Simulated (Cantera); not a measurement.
Feed: 1 mol Si3N4, 0.26 mol C, 2.6 mol N2, held at 1.80e-5 bar.

Method: chemical equilibrium by Gibbs-energy minimisation in Cantera with the NASA 1993 tables (ideal gas, pure condensed phases). Candidate condensed phases: C, Si, SiC, Si3N4; 20 gas species. Kinetics and transport are ignored.

**Question.** Which condensed phases are stable at each of these points (T (K)): 1925, 2025, 2125, 2225, 2325, 2425, 2525, 2625, 2725?

**Answer.** 
```
T (K)  condensed phases  Si condensed (%)
-----  ----------------  ----------------
1925             SiC(s)               6.9
2025             SiC(s)               3.5
2125           gas only               0.0
2225           gas only               0.0
2325           gas only               0.0
2425           gas only               0.0
2525           gas only               0.0
2625           gas only               0.0
2725           gas only               0.0
```

From 1925 K to 2025 K the condensed part is SiC(s). From 2125 K to 2725 K nothing is condensed.
